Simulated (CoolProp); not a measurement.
Octamethylcyclotetrasiloxane (D4) at several states: fugacity coefficient from the reference equation and from simpler models built on Tc = 313.4 °C, pc = 1347 kPa, ω = 0.598; each cubic takes its own stable root.

Computed with CoolProp (reference Helmholtz-energy equation of state, Thol 2015).

```
T (°C)  p (kPa)   phase  reference
------  -------  ------  ---------
156.05     1900  liquid    0.03617
172.15     29.2     gas     0.9788
141.65      179  liquid     0.2123
```

How far does each simpler model (van der Waals, Redlich-Kwong) lie from the reference over these 3 states: mean and median of the absolute difference, and the worst?


- van der Waals: mean 259.4 %, median 329.3 %, worst +448.0 % at 156.05 °C and 1900 kPa
- Redlich-Kwong: mean 128.9 %, median 174.9 %, worst +211.3 % at 141.65 °C and 179 kPa

At some of these states van der Waals gives the other phase, because its saturation line lies elsewhere.
